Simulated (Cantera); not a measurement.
## Equilibrium for silicon carbide growth: SiH2Cl2 + C2H2 + H2 + C2H4

Input: 1 mol SiH2Cl2, 0.084 mol C2H2, 1.7 mol H2, 0.0097 mol C2H4, equilibrated at 2475 K and 97.5 Torr.

Cantera equilibrium calculation (NASA polynomials, part measured and part estimated; ideal gas, pure solids and liquids). Candidate condensed phases: C, C6H6, C7H8, C8H18, Si, SiC; 109 gas species. Mutual solubility and eutectic melting of coexisting phases are not modelled. The tables' values for SiCl, SiCl3 are old estimates; treat these amounts as uncertain. Gases not in the tables: Si2H6 and higher silanes. The numbers say what is thermodynamically allowed, not how fast it happens.

```
Property                                    Result
--------------------------------------  ----------
x(H2)                                        0.552
x(HCl)                                       0.212
x(SiCl2)                                     0.123
x(H)                                        0.0464
x(Si)                                       0.0302
x(SiCl)                                     0.0145
x(Cl)                                       0.0126
x(Si2C)                                    0.00405
x(SiH)                                     0.00222
n(Si(l))                                0.0898 mol
n(SiC(s))                                0.165 mol
gas amount                               4.103 mol
log10 activity of C(graphite) (absent)       -0.65
```
